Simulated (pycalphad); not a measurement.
CALPHAD calculation (pycalphad, COST 507 light-alloy database (1999)), 1 atm. These are 1990s assessments: newer ones move some temperatures and phases. Amounts are mole fractions of atoms. Kinetics are ignored, which matters at the lower temperatures.

Task: Give the equilibrium state of Ti-0.4192C (wt.%) at 337 °C.

Result: HCP_A3, fraction 0.956, with 0.01 C wt.%; FCC_A1, fraction 0.044, with 12.6 C wt.%.

Task: Give the equilibrium state of Ti-0.4192C (wt.%) at 977 °C.

Result: 
```
T = 1250.00 K, P = 101325 Pa, N = 1 mol of atoms
G = -65411 J/mol, H = 29073 J/mol, S = 75.59 J/(mol K)  (SER reference)
chemical potentials (J/mol): Ti -62496, C -239125
phase             fraction      x(Ti)       x(C)
BCC_A2              0.9659     0.9950     0.0050
FCC_A1              0.0341     0.6571     0.3429
```

FCC_A1 is fcc; BCC_A2 is bcc; HCP_A3 is hcp. The fcc model also describes the rock-salt carbide or nitride (TiC, TiN, HfC).
